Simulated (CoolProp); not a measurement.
A simple Rankine cycle with cyclohexane: condensing at 309.15 K, boiler at 0.241 MPa, turbine inlet 400.8 K, turbine efficiency 0.65, pump efficiency 0.8, no recuperator. Each further row changes one setting.

Model: reference Helmholtz-energy equation of state, Zhou 2014, in CoolProp.

```tsv
case	thermal efficiency (%)	net work (kJ/kg)	heat in (kJ/kg)	turbine exit temperature (K)	volume ratio over the turbine
as stated	10.8	56.4	521	363.1	11.0
turbine inlet 420.8 K	10.7	59.8	559	383.9	11.0
condensing temperature 301.15 K	11.9	63.8	536	358.3	15.3
boiler pressure 0.169 MPa	9.4	49.2	524	369.2	7.71
turbine efficiency 0.55	9.1	47.7	521	368.5	11.2
```
